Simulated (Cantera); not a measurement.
An adiabatic, constant-pressure homogeneous reactor starts with 43.1 % H₂, 12.0 % O₂, 44.9 % N₂, at 1325 K and 750 Torr.

Model: the H2/O2 subset of GRI-Mech 3.0, which has no nitrogen chemistry, integrated in Cantera.

One state of this run: T (K) = 2752; x H₂ = 0.204; x O₂ = 0.000508; x O = 0.00102; x H₂O₂ = 6.60e-8; x HO₂ = 4.50e-7. x: mole fraction; the columns are a selection and need not sum to one.

### Question
Which value of t (s) does it belong to?
(A) 1.99
(B) 1.26e-5
(C) 7.92e-5
(D) 5.00e-6

### Answer
A, 1.99
